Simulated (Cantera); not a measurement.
A freely propagating, adiabatic, planar premixed flame of H2 : O2 : N2 : H2O = 1 : 0.2 : 0.752 : 0.24 (molar parts), unburnt at 523 K and 1.20 bar; mixture-averaged transport, grid criteria slope 0.08 and curve 0.16, no radiation.

Computed with Cantera and the H2/O2 subset of GRI-Mech 3.0, which has no nitrogen chemistry. Burning velocities carry a grid error of a few per cent, more on coarse grids.

**Question.** How do the results move with these cheaper or finer settings: unity-Lewis-number transport; multicomponent transport; multicomponent+Soret transport; grid criteria slope 0.5, curve 1; grid criteria slope 0.25, curve 0.5; grid criteria slope 0.03, curve 0.06?

**Answer.** 
```tsv
setting	laminar burning velocity	thermal thickness	peak x(HO2)	peak x(H2O2)	grid points
as above	519 cm/s	0.317 mm	0.000448	2.87e-5	114
unity-Lewis-number transport	310 cm/s	0.311 mm	0.000304	1.47e-5	104
multicomponent transport	512 cm/s	0.321 mm	0.000443	2.80e-5	114
multicomponent+Soret transport	497 cm/s	0.313 mm	0.000454	3.02e-5	114
grid criteria slope 0.5, curve 1	515 cm/s	0.427 mm	0.000399	2.46e-5	45
grid criteria slope 0.25, curve 0.5	527 cm/s	0.349 mm	0.000438	2.74e-5	58
grid criteria slope 0.03, curve 0.06	516 cm/s	0.309 mm	0.000452	2.90e-5	271
```
Unity Lewis numbers drop preferential diffusion, which matters most where H2 and H carry the flame; Soret adds thermal diffusion.
